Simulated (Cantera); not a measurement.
Input: 1 mol Ti, 7.4 mol O2, 1.8 mol N2, 0.26 mol H2O, equilibrated at 1427 °C and 9.75 Torr.

Equilibrium computed with Cantera from the NASA thermochemical tables; the gas is ideal and each condensed phase is pure. Candidate condensed phases: H2O, Ti, TiN, TiO, TiO2, Ti2O3, Ti3O5, Ti4O7; 27 gas species. Rates play no part.

Base state: O2 0.754, N2 0.211, H2O 0.0303, NO 0.00285, OH 0.000816, O 0.000341 (mole fractions); condensed: TiO2(rutile).

What changes in the equilibrium state with this change: pressure from 9.75 Torr to 1.05 Torr?


```csv
species,before,after
O2,0.754,0.754
N2,0.211,0.211
H2O,0.0303,0.0300
O,0.000341,0.00104
OH,0.000816,0.00142
H,3.20e-6,1.70e-5
H2,6.15e-6,1.85e-5
NO,0.00285,0.00284
"TiO2(rutile), mol",1.00,1.000
```

What changes in the equilibrium state with this change: 1.1 mol CH4 added?


| species | before | after |
|---|---|---|
| O2 | 0.754 | 0.437 |
| H2O | 0.0303 | 0.256 |
| N2 | 0.211 | 0.187 |
| CO2 | 0 | 0.115 |
| CO | 0 | 0.000105 |
| H2 | 6.15e-6 | 6.82e-5 |
| TiO2(rutile), mol | 1.00 | 1.00 |
Further candidate phases: C, C6H6, C7H8, C8H18, TiC.

What changes in the equilibrium state with this change: temperature from 1427 °C to 1802 °C?


| species | before | after |
|---|---|---|
| O2 | 0.754 | 0.741 |
| N2 | 0.211 | 0.207 |
| H2O | 0.0303 | 0.0272 |
| O | 0.000341 | 0.00880 |
| NO | 0.00285 | 0.00900 |
| TiO2 | 2.56e-8 | 6.21e-5 |
| H | 3.20e-6 | 0.000274 |
| H2 | 6.15e-6 | 0.000138 |
| OH | 0.000816 | 0.00617 |
| TiO2(rutile), mol | 1.00 | 0.999 |
